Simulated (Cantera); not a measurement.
A perfectly stirred reactor is fed with C2H6 : H2 = 1 : 17 (molar parts), at 5.40 Torr; it is held at 1550 K, and followed from long to short residence time.

Detailed kinetics in Cantera: GRI-Mech 3.0 (53 species, 325 reactions). GRI-Mech 3.0 stops at C3 and has no aromatics, soot or wall deposition, so with more carbon than oxygen in the feed, carbon stays in small species such as C2H2 where larger ones or solid carbon would form. Radical loss at walls, strong at low pressure, is not modelled.

Problem. Predict: x(C2H6) at τ = 0.640 s; x(H2) at τ = 0.640 s; x(H) at τ = 0.640 s; x(CH4) at τ = 0.640 s; x(C2H4) at τ = 0.640 s; x(C2H6) at τ = 24.0 ms; x(H2) at τ = 24.0 ms; x(H) at τ = 24.0 ms; x(CH4) at τ = 24.0 ms; x(C2H4) at τ = 24.0 ms.

Solution. 
```
Quantity                  Result
----------------------  --------
x(C2H6) at τ = 0.640 s  0.000134
x(H2) at τ = 0.640 s       0.928
x(H) at τ = 0.640 s     0.000931
x(CH4) at τ = 0.640 s     0.0382
x(C2H4) at τ = 0.640 s  0.000868
x(C2H6) at τ = 24.0 ms   0.00214
x(H2) at τ = 24.0 ms       0.916
x(H) at τ = 24.0 ms      0.00152
x(CH4) at τ = 24.0 ms     0.0553
x(C2H4) at τ = 24.0 ms   0.00663
```
